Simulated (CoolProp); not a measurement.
Properties of R236FA along the isotherm 126.85 °C (Tc = 124.9 °C, pc = 3.191 MPa, ω = 0.377).

Values from CoolProp's reference Helmholtz-energy equation of state, Pan 2012.

| p (MPa) | phase | cp (kJ/(kg K)) | speed of sound (m/s) | conductivity (mW/(m K)) | Prandtl number | fugacity coefficient |
|---|---|---|---|---|---|---|
| 0.0151 | gas | 0.9894 | 152.0 | 21.8 | 0.669 | 0.9984 |
| 0.0311 | gas | 0.9903 | 151.7 | 21.8 | 0.670 | 0.9967 |
| 0.0638 | gas | [?] | 151.3 | 21.9 | 0.671 | 0.9932 |
| 0.131 | gas | 0.9957 | 150.3 | 21.9 | 0.674 | 0.9860 |
| 0.269 | gas | 1.004 | 148.3 | 21.9 | 0.679 | 0.9713 |
| 0.553 | gas | [?] | 144.1 | 22.0 | 0.692 | 0.9413 |
| 1.14 | gas | 1.076 | [?] | [?] | 0.727 | 0.8803 |
| 2.33 | gas | 1.348 | [?] | 25.5 | 0.886 | 0.7581 |
| 4.79 | supercritical | 1.788 | 174.4 | 49.0 | 2.96 | 0.4875 |

### Question
Some entries are withheld; supply them.

### Answer

- 0.0638, cp (kJ/(kg K)): 0.9920
- 0.553, cp (kJ/(kg K)): 1.023
- 1.14, speed of sound (m/s): 134.5
- 1.14, conductivity (mW/(m K)): 22.5
- 2.33, speed of sound (m/s): 109.5

Viscosity comes from a separate model (Huber 2003), an estimate that may be off by 10 % or more. Thermal conductivity comes from a separate model (Huber 2003), an estimate that may be off by 10 % or more.
